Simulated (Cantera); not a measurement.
A closed system holds: 1 mol CCl₄, 7.3 mol H₂, at 1325 °C and 2.00 Pa.

Equilibrium computed with Cantera from the NASA thermochemical tables; the gas is ideal and each condensed phase is pure. Candidate condensed phases: C, C₆H₆, C₇H₈, C₈H₁₈; 91 gas species. The numbers say what is thermodynamically allowed, not how fast it happens.

Base state: H₂ 0.564, HCl 0.422, H 0.00895, Cl 0.00530, C₂H₂ (acetylene) 1.52e-5 (mole fractions); condensed: C(graphite).

Task: What changes in the equilibrium state with this change: temperature from 1325 °C to 1750 °C?

Result: 
```json
[
 {"species": "H₂", "before": "0.564", "after": "0.387"},
 {"species": "H", "before": "0.00895", "after": "0.264"},
 {"species": "HCl", "before": "0.422", "after": "0.231"},
 {"species": "Cl", "before": "0.00530", "after": "0.117"},
 {"species": "C₂H₂ (acetylene)", "before": "1.52e-5", "after": "0.000346"},
 {"species": "C(graphite), mol", "before": "1.000", "after": "0.992"}
]
```
